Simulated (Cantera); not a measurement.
Cantera run:

```python
import numpy as np
import cantera as ct

gas_names = """
    Cr CrO CrO2 CrO3 H HO2 H2 H2O H2O2 O OH O2 O3
""".split()
cond_names = """
    Cr(cr) Cr(L) Cr2O3(s) Cr2O3(L) H2O(s) H2O(L)
""".split()


# ... load() reads the species with a 1 bar reference pressure and builds the phases ...
atoms = {
    'Cr2O3': {'Cr': 2, 'O': 3},
    'H2': {'H': 2},
    'H2O': {'H': 2, 'O': 1},
}
top_T = {}  # K; cautious upper limits of use, not melting points


# ... equilibrate(T, P, feed) seeds the gas with the atoms and calls Mixture.equilibrate('TP', solver="vcs", rtol=1e-11, max_steps=5000) ...
results = []
feed = {'Cr2O3': 1, 'H2': 20, 'H2O': 1.6}  # mol
T = 2123  # K
P = 600  # Pa
mix = equilibrate(T, P, feed)
results.append((T, P, feed, dict(zip(mix.species_names, mix.species_moles))))
print(gas.report(threshold=0.0001))
for i in range(1, mix.n_phases):
    print(f"{mix.phase(i).name:16s} {mix.phase_moles(i):12.5e} mol")
```

Output:

```
       temperature   2123 K
          pressure   600 Pa
           density   0.00021164 kg/m^3
  mean mol. weight   6.2262 kg/kmol
   phase of matter   gas

                          1 kg             1 kmol
                     ---------------   ---------------
          enthalpy        8.4677e+06        5.2722e+07  J
   internal energy        5.6327e+06         3.507e+07  J
           entropy             40025        2.4921e+05  J/K
    Gibbs function       -7.6505e+07       -4.7634e+08  J
 heat capacity c_p            5778.4             35978  J/K
 heat capacity c_v              4443             27663  J/K

                      mass frac. Y      mole frac. X     chem. pot. / RT
                     ---------------   ---------------   ---------------
                Cr           0.31368          0.037561           -9.6267
               CrO          0.050887         0.0046597           -33.216
              CrO2         0.0035098        0.00026017           -56.805
                 H         0.0066582          0.041127           -12.513
                H2            0.2553           0.78848           -25.026
               H2O           0.36763           0.12706           -48.615
                OH         0.0022385        0.00081952           -36.102
     [   +6 minor]        8.9095e-05        3.2423e-05

Cr(cr)            0.00000e+00 mol
Cr2O3(s)          5.10100e-01 mol
```

Cantera equilibrium calculation (NASA polynomials, part measured and part estimated; ideal gas, pure solids and liquids).
